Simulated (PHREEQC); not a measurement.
**Polishing slurry liquid**

Dissolve 0.011 mol/kgw K2CO3 and 0.00054 mol/kgw H3BO3 at 20 °C. Closed to the air; pH follows from the charge balance.

The numbers come from PHREEQC with the ion-association model, phreeqc.dat.

This is a speciation only: nothing precipitates in the calculation.

Question: Estimate the pH.

Answer: pH 11.02.

Question: In which forms is C present?

Answer: CO3-2 88 %, HCO3- 12 % of the C.
